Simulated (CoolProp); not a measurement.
Octamethyltrisiloxane (MDM) along the isobar 0.101 MPa: Z from the reference equation and from simpler models built on Tc = 565.4 K, pc = 1.438 MPa, ω = 0.528; each cubic takes its own stable root.

Values from CoolProp's reference Helmholtz-energy equation of state, Thol 2017.

```csv
T (K),phase,reference,Pitzer virial,van der Waals,Redlich-Kwong,Peng-Robinson
443,gas,0.9371,0.9354,0.9616,0.9506,0.9375
451.8,gas,0.9419,0.9402,0.9634,0.9533,0.9415
460.6,gas,0.9462,0.9444,0.9650,0.9558,0.9451
469.4,gas,0.9502,0.9484,0.9666,0.9582,0.9485
478.2,gas,0.9537,0.9519,0.9680,0.9604,0.9516
487,gas,0.9570,0.9552,0.9694,0.9624,0.9545
495.8,gas,0.9599,0.9582,0.9707,0.9643,0.9572
504.6,gas,0.9626,0.9609,0.9719,0.9661,0.9597
513.4,gas,0.9651,0.9635,0.9731,0.9678,0.9620
522.2,gas,0.9674,0.9658,0.9742,0.9693,0.9642
531,gas,0.9694,0.9680,0.9752,0.9708,0.9662
539.8,gas,0.9714,0.9700,0.9762,0.9721,0.9681
548.6,gas,0.9731,0.9718,0.9771,0.9734,0.9699
557.4,gas,0.9748,0.9735,0.9780,0.9746,0.9716
566.2,gas,0.9763,0.9751,0.9788,0.9758,0.9731
575,gas,0.9777,0.9766,0.9796,0.9769,0.9746
```
